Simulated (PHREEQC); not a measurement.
Consider water at 25 °C with 0.039 mol H2SO4, 0.0028 mol LiCl and 0.00032 mol Na2SO4 per kg of water. It is in equilibrium with CO2 at log p = -3.5 (atm). Otherwise closed; pH follows from the charge balance.

Equilibrium calculation in PHREEQC: ion-association model, phreeqc.dat.

Each row changes one thing in this solution. No solid was allowed to form.

```
case                                     pH  ionic strength (mol/kgw)  HSO4- (mol/kgw)  SO4-2 (mol/kgw)  LiSO4- (mol/kgw)  NaSO4- (mol/kgw)  SI of Halite (NaCl)
-------------------------------------  ----  ------------------------  ---------------  ---------------  ----------------  ----------------  -------------------
as made                                1.37                    0.0666           0.0270           0.0123           6.29e-5           1.62e-5                -7.52
diluted 2-fold with water              1.62                    0.0375           0.0114          0.00823           2.49e-5           6.44e-6                -8.08
Na2SO4 from 0.00032 to 0.0016 mol/kgw  1.37                    0.0691           0.0276           0.0128           6.51e-5           8.37e-5                -6.82
H2SO4 from 0.039 to 0.39 mol/kgw       0.48                     0.470            0.352           0.0383           9.87e-5           2.57e-5                -7.66
diluted 5-fold with water              1.96                    0.0175          0.00331          0.00454           6.60e-6           1.72e-6                -8.83
```
